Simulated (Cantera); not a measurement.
**Ignition delay**

Mixture: 9.51 % CH4, 19.0 % O2, 71.5 % N2, equivalence ratio 1.0, at 0.987 atm, adiabatic and at constant volume. Ignition delay is the time to a rise of 400 K.

Computed with Cantera and GRI-Mech 3.0 (53 species, 325 reactions).

```json
[
 {"T0 (K)": "1300", "delay (ms)": "11.2"},
 {"T0 (K)": "1375", "delay (ms)": "4.39"},
 {"T0 (K)": "1450", "delay (ms)": "1.87"},
 {"T0 (K)": "1525", "delay (ms)": "0.870"},
 {"T0 (K)": "1600", "delay (ms)": "0.442"}
]
```

```
Property                                                Result
--------------------------------------------------  ----------
apparent activation energy between 1450 and 1600 K  190 kJ/mol
```
